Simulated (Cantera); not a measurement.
Feed: 1 mol CH₃SiH₃, 0.17 mol CH₄, 9.8 mol H₂, held at 998 K and 750 Torr.

Equilibrium computed with Cantera from the NASA thermochemical tables; the gas is ideal and each condensed phase is pure. Candidate condensed phases: C, C₆H₆, C₇H₈, C₈H₁₈, Si, SiC; 87 gas species. The feed counts by its element totals alone. Rates play no part.

Base state: H₂ 0.987, CH₄ 0.0131 (mole fractions); condensed: SiC(s).

What changes in the equilibrium state with this change: CH₃SiH₃ replaced by CH₃SiCl₃?


| species | before | after |
|---|---|---|
| H₂ | 0.987 | 0.825 |
| CH₄ | 0.0131 | 0.0633 |
| HCl | 0 | 0.0624 |
| SiCl₄ | 0 | 0.0447 |
| SiHCl₃ | 0 | 0.00410 |
| SiCl₃ | 0 | 7.65e-5 |
| SiC(s), mol | 1.00 | 0.422 |
The tables' values for SiCl₃ are old estimates; treat these amounts as uncertain.
